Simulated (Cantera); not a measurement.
A closed system holds: 1 mol HMDSO, 0.26 mol O₃, 0.13 mol H₂, held at 725 K and 11.0 mbar.

Equilibrium computed with Cantera from the NASA thermochemical tables; the gas is ideal and each condensed phase is pure. Candidate condensed phases: C, C₆H₆, C₇H₈, C₈H₁₈, H₂O, Si, SiC, SiO₂; 123 gas species. The feed counts by its element totals alone. The numbers say what is thermodynamically allowed, not how fast it happens.

Base state: H₂ 0.949, CH₄ 0.0509 (mole fractions); condensed: C(graphite) + SiC(s) + SiO₂(α-quartz).

**Question.** What changes in the equilibrium state with this change: temperature from 725 K to 1075 K?

**Answer.** 
| species | before | after |
|---|---|---|
| H₂ | 0.949 | 0.999 |
| CH₄ | 0.0509 | 0.000495 |
| CO | <1e-9 | 0.000145 |
| C(graphite), mol | 4.45 | 4.88 |
| SiC(s), mol | 1.11 | 1.11 |
| SiO₂(α-quartz), mol | 0.890 | 0 |
| SiO₂(β-quartz), mol | 0 | 0.889 |
Mutual solubility and eutectic melting of coexisting phases are not modelled.
